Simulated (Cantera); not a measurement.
Cantera run, input and output.

```python
import numpy as np
import cantera as ct

gas = ct.Solution("gri30.yaml")
gas.TPX = 1298, 49000, {'C3H8': 1, 'H2': 1.4}
reactor = ct.IdealGasConstPressureReactor(gas, energy="off", clone=False)
net = ct.ReactorNet([reactor])
net.rtol, net.atol = 1e-08, 1e-18
show = ['C3H8', 'H2', 'CH2', 'CH3', 'C2H6', 'C2H']
times = np.geomspace(1e-06, 200, 11)

steps = ct.SolutionArray(gas, extra=["t"])
rows = []
print(f"{'t/s':>10s}{'T/K':>9s}{'P/Pa':>11s}" + "".join(f"{s:>11s}" for s in show))
for t in times:
    while net.time < t:
        t_next = net.step()
        steps.append(gas.state, t=t_next)
    rows.append([np.interp(t, steps.t, y) for y in (steps.T, steps.P, *steps(*show).X.T)])
    print(f"{t:10.3e}{rows[-1][0]:9.1f}{rows[-1][1]:11.4g}" + "".join(f"{x:11.3e}" for x in rows[-1][2:]))
rate = np.gradient(steps.T, steps.t)
print("integrator steps:", len(steps.t))
if steps.T.max() > steps.T[0] + 200:
    print(f"time of steepest temperature rise: {steps.t[rate.argmax()]:.4e} s")
gas.TPX = 1298, 49000, {'C3H8': 1, 'H2': 1.4}
gas.equilibrate("TP")
print(f"equilibrium (TP): T = {gas.T:.1f} K  " + "  ".join(f"{s} {gas[s].X[0]:.3e}" for s in show))
```

Result:

```
       t/s      T/K       P/Pa       C3H8         H2        CH2        CH3       C2H6        C2H
 1.000e-06   1298.0    4.9e+04  4.166e-01  5.833e-01  4.429e-12  2.298e-05  5.205e-07  7.010e-23
 6.762e-06   1298.0    4.9e+04  4.162e-01  5.832e-01  1.701e-09  2.029e-04  1.828e-05  1.802e-18
 4.573e-05   1298.0    4.9e+04  4.070e-01  5.799e-01  7.916e-08  1.022e-03  5.851e-04  1.283e-14
 3.092e-04   1298.0    4.9e+04  3.317e-01  5.530e-01  7.331e-08  9.984e-04  6.029e-03  1.614e-12
 2.091e-03   1298.0    4.9e+04  8.984e-02  4.694e-01  2.031e-08  5.043e-04  1.538e-02  7.126e-11
 1.414e-02   1298.0    4.9e+04  6.376e-04  4.533e-01  4.356e-10  5.968e-05  4.904e-03  1.614e-10
 9.564e-02   1298.0    4.9e+04  1.851e-05  4.764e-01  1.413e-10  3.295e-05  2.330e-03  2.330e-10
 6.467e-01   1298.0    4.9e+04  7.806e-06  5.027e-01  8.670e-11  2.584e-05  1.337e-03  3.410e-10
 4.373e+00   1298.0    4.9e+04  5.750e-06  4.681e-01  6.286e-11  2.426e-05  1.054e-03  2.677e-10
 2.958e+01   1298.0    4.9e+04  3.556e-06  3.961e-01  3.824e-11  2.194e-05  7.432e-04  1.703e-10
 2.000e+02   1298.0    4.9e+04  2.947e-06  3.716e-01  3.250e-11  2.109e-05  6.564e-04  1.474e-10
integrator steps: 1413
equilibrium (TP): T = 1298.0 K  C3H8 2.946e-06  H2 3.716e-01  CH2 3.250e-11  CH3 2.109e-05  C2H6 6.563e-04  C2H 1.474e-10
```

Detailed kinetics in Cantera: GRI-Mech 3.0 (53 species, 325 reactions). GRI-Mech 3.0 was tuned for natural gas; its chemistry of propane as a main component is partial and can be far from experiment. GRI-Mech 3.0 stops at C3 and has no aromatics, soot or wall deposition, so with more carbon than oxygen in the feed, carbon stays in small species such as C2H2 where larger ones or solid carbon would form.
